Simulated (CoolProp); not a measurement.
Dimethyl carbonate at several states: fugacity coefficient from the reference equation and from simpler models built on Tc = 283.9 °C, pc = 4909 kPa, ω = 0.346; each cubic takes its own stable root.

Model: reference Helmholtz-energy equation of state, Zhou 2011, in CoolProp.

```
T (°C)  p (kPa)          phase  reference
------  -------  -------------  ---------
13.35      4090         liquid   0.001092
35.75       315         liquid    0.03929
82.35      2200         liquid    0.03726
42.05     22300         liquid   0.001518
140.35     29.3            gas     0.9947
301.05    11100  supercritical     0.4090
```

Problem. How far does each simpler model (van der Waals, Redlich-Kwong, Soave-Redlich-Kwong, Peng-Robinson) lie from the reference over these 6 states: mean and median of the absolute difference, and the worst?

Solution. 
- van der Waals: mean 1602.4 %, median 1271.8 %, worst +4367.9 % at 13.35 °C and 4090 kPa
- Redlich-Kwong: mean 159.6 %, median 185.4 %, worst +327.7 % at 13.35 °C and 4090 kPa
- Soave-Redlich-Kwong: mean 3.4 %, median 4.6 %, worst +5.2 % at 301.05 °C and 11100 kPa
- Peng-Robinson: mean 0.5 %, median 0.6 %, worst +0.9 % at 13.35 °C and 4090 kPa
